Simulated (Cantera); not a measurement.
A freely propagating, adiabatic, planar premixed flame of H2 : O2 : N2 = 1 : 0.179 : 0.671 (molar parts), unburnt at 423 K and 0.132 atm; mixture-averaged transport, grid criteria slope 0.08 and curve 0.16, no radiation.

Cantera simulation using the H2/O2 subset of GRI-Mech 3.0, which has no nitrogen chemistry; the numbers are that mechanism's predictions, not measurements. Burning velocities carry a grid error of a few per cent, more on coarse grids.

Question: How do the results move with these cheaper or finer settings: unity-Lewis-number transport; multicomponent transport; multicomponent+Soret transport; grid criteria slope 0.5, curve 1; grid criteria slope 0.25, curve 0.5; grid criteria slope 0.03, curve 0.06?

Answer: 
```tsv
setting	laminar burning velocity	thermal thickness	peak x(O)	peak x(H)	grid points
as above	350 cm/s	5.93 mm	0.00201	0.0963	141
unity-Lewis-number transport	207 cm/s	5.38 mm	0.00126	0.0960	135
multicomponent transport	340 cm/s	6.01 mm	0.00194	0.0961	141
multicomponent+Soret transport	330 cm/s	5.88 mm	0.00194	0.0951	142
grid criteria slope 0.5, curve 1	367 cm/s	7.58 mm	0.00161	0.0966	54
grid criteria slope 0.25, curve 0.5	361 cm/s	6.67 mm	0.00186	0.0959	74
grid criteria slope 0.03, curve 0.06	346 cm/s	5.77 mm	0.00204	0.0957	336
```
Unity Lewis numbers drop preferential diffusion, which matters most where H2 and H carry the flame; Soret adds thermal diffusion.
